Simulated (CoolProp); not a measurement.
C2F6 (R116) along the isotherm 316.5 K: density (kg/m³) from the reference equation and from simpler models built on Tc = 293.0 K, pc = 3.048 MPa, ω = 0.257; each cubic takes its own stable root.

Model: reference Helmholtz-energy equation of state, Lemmon 2006, in CoolProp. It is a short technical equation, of lower accuracy than the large ones.

```tsv
p (MPa)	phase	reference
0.169	gas	8.992
0.339	gas	18.31
0.508	gas	27.86
0.677	gas	37.73
0.847	gas	48.00
1.02	gas	58.84
1.19	gas	69.90
1.35	gas	80.72
1.52	gas	92.70
```

Task: How far does each simpler model (ideal gas, van der Waals, Redlich-Kwong, Soave-Redlich-Kwong, Peng-Robinson) lie from the reference over these 9 states: mean and median of the absolute difference, and the worst?

Result: 
- ideal gas: mean 7.6 %, median 7.5 %, worst -14.0 % at 316.5 K and 1.52 MPa
- van der Waals: mean 0.2 %, median 0.2 %, worst -0.3 % at 316.5 K and 1.52 MPa
- Redlich-Kwong: mean 0.5 %, median 0.5 %, worst +0.9 % at 316.5 K and 1.52 MPa
- Soave-Redlich-Kwong: mean 0.1 %, median 0.1 %, worst +0.1 % at 316.5 K and 1.02 MPa
- Peng-Robinson: mean 1.1 %, median 1.1 %, worst +2.0 % at 316.5 K and 1.52 MPa
